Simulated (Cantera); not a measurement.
A closed system holds: 1 mol CO, 1.2 mol H2, held at 93.0 Pa.

Cantera equilibrium calculation (NASA polynomials, part measured and part estimated; ideal gas, pure solids and liquids). Candidate condensed phases: C, C6H6, C7H8, C8H18, H2O; 110 gas species. Kinetics and transport are ignored. All values below are at 2348 K.

Base state: CO 0.399, H2 0.358, H 0.242 (mole fractions); condensed: gas only.

Question: What changes in the equilibrium state with this change: CO replaced by C6H6?

Answer: 
```json
[
 {"species": "H2", "before": "0.358", "after": "0.666"},
 {"species": "H", "before": "0.242", "after": "0.330"},
 {"species": "C2H2 (acetylene)", "before": "2.07e-7", "after": "0.00364"},
 {"species": "CO", "before": "0.399", "after": "0"},
 {"species": "C3", "before": "<1e-9", "after": "4.29e-5"},
 {"species": "C2H", "before": "7.12e-9", "after": "9.19e-5"},
 {"species": "C", "before": "1.99e-7", "after": "1.93e-5"},
 {"species": "C(graphite), mol", "before": "0", "after": "5.96"}
]
```
